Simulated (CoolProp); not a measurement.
Values from CoolProp's reference Helmholtz-energy equation of state, Platzer 1990. This equation is an older, rougher fit.

Q: For c-C4F8 (RC318), give the phase and the viscosity (µPa s) at 393.8 K and 0.00684 MPa; 393.8 K and 0.0626 MPa; 393.8 K and 0.152 MPa.

A: 
- 393.8 K and 0.00684 MPa: gas; viscosity 15.2
- 393.8 K and 0.0626 MPa: gas; viscosity 15.2
- 393.8 K and 0.152 MPa: gas; viscosity 15.2

Viscosity comes from a separate model (Huber 2003), an estimate that may be off by 10 % or more.
